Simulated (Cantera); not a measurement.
A closed system holds: 1 mol PbO, 4.2 mol H2, 12 mol N2, equilibrated at 473.15 K and 38.3 Torr.

Method: chemical equilibrium by Gibbs-energy minimisation in Cantera with the NASA 1993 tables (ideal gas, pure condensed phases). Candidate condensed phases: H2O, Pb, PbO, PbO2, Pb3O4; 27 gas species. Equilibrium is a limit: real reactors are often held back by kinetics, nucleation or transport.

Base state: N2 0.741, H2 0.194, H2O 0.0619, NH3 0.00236 (mole fractions); condensed: Pb(s).

Problem. What changes in the equilibrium state with this change: PbO replaced by HgO?

Solution. 
| species | before | after |
|---|---|---|
| N2 | 0.741 | 0.698 |
| H2 | 0.194 | 0.183 |
| Hg | 0 | 0.0583 |
| H2O | 0.0619 | 0.0583 |
| NH3 | 0.00236 | 0.00209 |
| Pb(s), mol | 1.00 | 0 |
Further candidate phases: Hg, HgO.

Problem. What changes in the equilibrium state with this change: PbO replaced by Hg?

Solution. 
```json
[
 {"species": "N2", "before": "0.741", "after": "0.698"},
 {"species": "H2", "before": "0.194", "after": "0.240"},
 {"species": "Hg", "before": "0", "after": "0.0583"},
 {"species": "H2O", "before": "0.0619", "after": "0"},
 {"species": "NH3", "before": "0.00236", "after": "0.00314"},
 {"species": "Pb(s), mol", "before": "1.00", "after": "0"}
]
```
Further candidate phases: Hg.
